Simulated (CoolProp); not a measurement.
Values from CoolProp's reference Helmholtz-energy equation of state, Zhou 2012.

Question: For p-xylene, give the phase and the Z, speed of sound (m/s), viscosity (µPa s), Prandtl number at 503 K and 4.19 MPa; 503 K and 6.76 MPa.

Answer: 
- 503 K and 4.19 MPa: liquid; Z 0.160, speed of sound 601, viscosity 125, Prandtl number 3.52
- 503 K and 6.76 MPa: liquid; Z 0.256, speed of sound 637, viscosity 131, Prandtl number 3.59

Viscosity comes from a separate model (Balogun 2015). Thermal conductivity comes from a separate model (Mylona 2014).
